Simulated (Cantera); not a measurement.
Fe3O4 + C + CO (carbothermic reduction)

Feed: 1 mol Fe3O4, 0.36 mol C, 0.16 mol CO, held at 2.20 mbar.

Method: chemical equilibrium by Gibbs-energy minimisation in Cantera with the NASA 1993 tables (ideal gas, pure condensed phases). Candidate condensed phases: C, Fe, Fe(CO)5, FeO, Fe2O3, Fe3O4; 15 gas species. Mutual solubility and eutectic melting of coexisting phases are not modelled. The tables' stoichiometric FeO is somewhat more stable than real wüstite, so its field is too wide. FeO: taken at fixed stoichiometry. Kinetics and transport are ignored.

```
T (K)  x CO2      x O2    x CO       x O     x FeO      x Fe  n FeO(s)  n Fe3O4(s)  n FeO(l)
-----  -----  --------  ------  --------  --------  --------  --------  ----------  --------
1198   0.949  4.28e-11  0.0514  3.35e-12  4.57e-12  2.31e-10      2.56       0.147         0
1298   0.950   3.48e-9  0.0504  2.15e-10  2.24e-10   4.63e-9      2.56       0.146         0
1398   0.951   1.52e-7  0.0493   7.61e-9   6.18e-9   5.95e-8      2.56       0.146         0
1498   0.952   4.01e-6  0.0481   1.68e-7   1.08e-7   5.35e-7      2.56       0.145         0
1598   0.953   7.09e-5  0.0468   2.54e-6   1.30e-6   3.60e-6      2.57       0.144         0
1698   0.959   0.00122  0.0393   3.25e-5   1.10e-5   1.56e-5         0       0.139      2.58
1798   0.950    0.0210  0.0282  0.000368   6.88e-5   4.62e-5         0       0.113      2.66
1898   0.853     0.115  0.0288   0.00212  0.000351  0.000184         0           0      3.00
```
x: gas mole fraction; n: condensed amount in mol.

From 1198 K to 1598 K the condensed part is FeO(s) + Fe3O4(s). From 1698 K to 1798 K the condensed part is FeO(l) + Fe3O4(s). At 1898 K the condensed part is FeO(l).
